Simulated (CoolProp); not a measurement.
A simple Rankine cycle with R1336mzz(E): condensing at 325.15 K, boiler at 2.3 MPa, turbine inlet 409 K, turbine efficiency 0.8, pump efficiency 0.6, no recuperator. Each further row changes one setting.

Computed with CoolProp (reference Helmholtz-energy equation of state, Akasaka 2023).

| case | thermal efficiency (%) | net work (kJ/kg) | heat in (kJ/kg) | turbine exit temperature (K) | volume ratio over the turbine |
|---|---|---|---|---|---|
| as stated | 9.7 | 17.1 | 178 | 359.9 | 6.32 |
| condensing temperature 317.15 K | 10.7 | 20.1 | 188 | 355.0 | 8.04 |
| boiler pressure 1.61 MPa | 8.1 | 15.4 | 190 | 375.8 | 3.87 |
| turbine efficiency 0.7 | 8.3 | 14.7 | 178 | 362.6 | 6.38 |
